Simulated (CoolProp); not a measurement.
Vapour-liquid equilibrium of n-butane (1) + R245fa (2) at 0.637 MPa; x and y are mole fractions of (1).

Values from CoolProp's multi-fluid Helmholtz-energy mixture model, Bücker 2006 and Akasaka 2015; pair parameters Bell 2016.

```
x     bubble temperature, mixture model (K)  bubble temperature, Raoult's law (K)  y, mixture model  y, Raoult's law
----  -------------------------------------  ------------------------------------  ----------------  ---------------
0.05                                  339.2                                 344.2             0.162            0.065
0.2                                   329.2                                 342.4             0.424            0.250
0.35                                  325.3                                 340.6             0.531            0.419
0.5                                   324.0                                 338.8             0.587            0.574
0.65                                  323.7                                 337.1             0.636            0.716
0.8                                   324.6                                 335.3             0.708            0.845
0.95                                  329.3                                 333.6             0.882            0.963
```

The largest gap from Raoult's law is -15.3 K in bubble temperature, at x = 0.35. y crosses x between x = 0.5 and 0.65: the model has an azeotrope there.

Pair parameters are fitted to limited data, so mixtures are less certain than the pure fluids.
